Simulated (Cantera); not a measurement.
An isothermal plug-flow reactor at 650 K and 398 Torr (inlet), inlet velocity 0.057 m/s, active area per volume 640 1/m; feed CO : O2 : N2 : H2O = 0.016 : 0.032 : 0.79 : 0.013 (molar parts).

Computed with Cantera and Deutschmann's 1995 Pt surface mechanism with GRI-Mech 3.0 gas chemistry. Catalytic surfaces can have several steady states; this one follows from the mechanism file's or the stated starting coverage. Mass transfer to the wall is taken as infinitely fast.

Question: Predict: x(CO) at z = 0.021 m; x(O2) at z = 0.021 m; x(H2O) at z = 0.021 m; x(CO2) at z = 0.021 m; θ(free Pt) at the exit; θ(O*) at the exit; θ(OH*) at the exit.

Answer: 
```
Property                  Value
----------------------  -------
x(CO) at z = 0.021 m    3.94e-5
x(O2) at z = 0.021 m     0.0285
x(H2O) at z = 0.021 m    0.0154
x(CO2) at z = 0.021 m    0.0189
θ(free Pt) at the exit  0.00694
θ(O*) at the exit         0.991
θ(OH*) at the exit      0.00211
```
